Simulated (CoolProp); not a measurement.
Vapour-liquid equilibrium of CH2F2 (R32) (1) + fluoroethane (R161) (2) at 7.15 °C; x and y are mole fractions of (1).

Computed with CoolProp (multi-fluid Helmholtz-energy mixture model, Tillner-Roth 1997 and Wu 2012; pair parameters Bell 2016).

Task: Give the bubble pressure and the first vapour's composition at x = 0.15, 0.65, 0.95. Is there an azeotrope?

Result: x = 0.15: 0.6353 MPa, y = 0.246; x = 0.65: 0.8671 MPa, y = 0.746; x = 0.95: 0.9947 MPa, y = 0.966. No azeotrope shows between x = 0.05 and 0.95.

Pair parameters are fitted to limited data, so mixtures are less certain than the pure fluids.
